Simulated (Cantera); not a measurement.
**CHF3 + HCl + H2 (fluorocarbon and chlorocarbon gases)**

A closed system holds: 1 mol CHF3, 2.2 mol HCl, 0.097 mol H2, at 0.130 bar.

These are equilibrium values from Cantera (NASA tables, ideal gas, pure condensed phases), not measurements of a reactor. Candidate condensed phases: C, C6H6, C7H8, C8H18; 118 gas species. Gases not in the tables: C2F6 and larger saturated fluorocarbons. Equilibrium is a limit: real reactors are often held back by kinetics, nucleation or transport.

```tsv
T (K)	x HF	x Cl	x HCl	x Cl2	x F	x CF4	x H	n C(graphite)
1975	0.583	0.294	0.0927	0.0251	0.000919	0.00253	3.39e-6	0.980
2075	0.580	0.318	0.0843	0.0139	0.00164	0.000613	1.07e-5	0.989
2175	0.577	0.330	0.0821	0.00757	0.00251	0.000115	3.33e-5	0.993
2275	0.574	0.335	0.0820	0.00420	0.00357	2.16e-5	9.80e-5	0.994
2375	0.572	0.337	0.0824	0.00241	0.00485	4.39e-6	0.000267	0.995
2475	0.570	0.338	0.0830	0.00143	0.00640	9.88e-7	0.000678	0.995
2575	0.567	0.338	0.0834	0.000884	0.00826	2.49e-7	0.00160	0.995
```
x: gas mole fraction; n: condensed amount in mol.

From 1975 K to 2575 K the condensed part is C(graphite). The main C-bearing gas is CF4 at 1975 K and CF2 at 2575 K.
